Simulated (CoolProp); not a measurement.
Saturation properties of chloromethane (R40).

Model: reference Helmholtz-energy equation of state, Thol 2014, in CoolProp.

```csv
T (K),p (kPa),liquid density (kg/m³),vapour density (kg/m³),enthalpy of vaporisation (kJ/kg),surface tension (mN/m)
250.9,109.2,1000,2.744,426.3,23.2
257,140.8,989.6,3.478,420.0,22.1
263.2,179.8,978.5,4.372,413.5,21.1
269.4,226.6,967.2,5.433,406.9,20.1
275.5,281.5,955.9,6.662,400.2,19.0
281.7,347.0,944.2,8.119,393.3,18.0
287.8,422.3,932.4,9.781,386.3,17.0
294,510.8,920.1,11.73,378.9,16.0
300.1,610.8,907.8,13.93,371.4,15.1
306.3,726.7,895.0,16.48,363.6,14.1
312.5,858.4,881.8,19.39,355.5,13.1
318.6,1004,868.5,22.64,347.2,12.2
324.8,1171,854.5,26.38,338.4,11.3
```

It boils at 249.2 K under 1 atm.

Surface tension comes from a separate correlation (Mulero 2014).
